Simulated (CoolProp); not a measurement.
Isobutane along the isotherm 438.7 K: Z from the reference equation and from simpler models built on Tc = 407.8 K, pc = 3629 kPa, ω = 0.184; each cubic takes its own stable root.

Model: reference Helmholtz-energy equation of state, Bücker 2006, in CoolProp.

```csv
p (kPa),phase,reference,van der Waals,Redlich-Kwong,Soave-Redlich-Kwong,Peng-Robinson
363,gas,0.9729,0.9747,0.9720,0.9728,0.9693
726,gas,0.9448,0.9482,0.9431,0.9447,0.9378
1090,gas,0.9156,0.9205,0.9131,0.9157,0.9054
1450,gas,0.8855,0.8916,0.8822,0.8859,0.8725
1810,gas,0.8541,0.8610,0.8501,0.8550,0.8385
2180,gas,0.8202,0.8275,0.8154,0.8218,0.8024
2540,gas,0.7854,0.7924,0.7798,0.7880,0.7659
2900,gas,0.7485,0.7541,0.7420,0.7523,0.7278
3270,gas,0.7080,0.7105,0.7004,0.7135,0.6867
3630,supercritical,0.6655,0.6622,0.6566,0.6731,0.6446
3990,supercritical,0.6195,0.6054,0.6086,0.6299,0.6001
4350,supercritical,0.5692,0.5355,0.5557,0.5836,0.5532
4720,supercritical,0.5131,0.4558,0.4976,0.5339,0.5039
5080,supercritical,0.4568,0.4149,0.4460,0.4876,0.4587
5440,supercritical,0.4079,0.4053,0.4126,0.4514,0.4230
```
